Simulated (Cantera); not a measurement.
A freely propagating, adiabatic, planar premixed flame of CH₃OH : O₂ : N₂ : H₂O = 1 : 1.25 : 4.7 : 0.27 (molar parts), equivalence ratio 1.2, unburnt at 350 K and 0.220 bar; mixture-averaged transport, grid criteria slope 0.08 and curve 0.16, no radiation.

Model: GRI-Mech 3.0 (53 species, 325 reactions), integrated in Cantera. GRI-Mech 3.0 was tuned for natural gas; its chemistry of methanol as a main component is partial and can be far from experiment. Burning velocities carry a grid error of a few per cent, more on coarse grids.

### Question
How do the results move with these cheaper or finer settings: unity-Lewis-number transport; multicomponent transport; multicomponent+Soret transport; grid criteria slope 0.5, curve 1; grid criteria slope 0.25, curve 0.5; grid criteria slope 0.03, curve 0.06?

### Answer
```csv
setting,laminar burning velocity,thermal thickness,peak x(C₂H),grid points,grid points
as above,74.7 cm/s,1.11 mm,<1e-8,144,144
unity-Lewis-number transport,42.6 cm/s,1.75 mm,<1e-8,134,134
multicomponent transport,74.8 cm/s,1.13 mm,<1e-8,144,144
multicomponent+Soret transport,73.6 cm/s,1.13 mm,<1e-8,144,144
"grid criteria slope 0.5, curve 1",85.2 cm/s,1.26 mm,<1e-8,42,42
"grid criteria slope 0.25, curve 0.5",79.4 cm/s,1.16 mm,<1e-8,67,67
"grid criteria slope 0.03, curve 0.06",73.0 cm/s,1.09 mm,<1e-8,296,296
```
The base run took roughly 120 core-seconds.
Unity Lewis numbers drop preferential diffusion, which matters most where H2 and H carry the flame; Soret adds thermal diffusion.
